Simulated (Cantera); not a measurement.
Feed: 1 mol SiF₄, 2.3 mol HCl, 710 mol H₂, 0.01 mol C₂H₂, at 2648 K and 0.00330 bar.

These are equilibrium values from Cantera (NASA tables, ideal gas, pure condensed phases), not measurements of a reactor. Candidate condensed phases: C, C₆H₆, C₇H₈, C₈H₁₈, Si, SiC; 143 gas species. Equilibrium is a limit: real reactors are often held back by kinetics, nucleation or transport.

Base state: H 0.543, H₂ 0.450, HF 0.00405, HCl 0.00127, Cl 0.00107, Si 0.00100, F 1.47e-5 (mole fractions); condensed: gas only.

Q: What changes in the equilibrium state with this change: temperature from 2648 K to 1050 K?

A: 
```tsv
species	before	after
H₂	0.450	0.995
HCl	0.00127	0.00322
SiF₄	<1e-9	0.00132
H	0.543	1.41e-7
HF	0.00405	0.000120
Cl	0.00107	<1e-9
Si	0.00100	<1e-9
SiC(s), mol	0	0.00969
```
The tables' values for SiF₃ are old estimates; treat these amounts as uncertain.
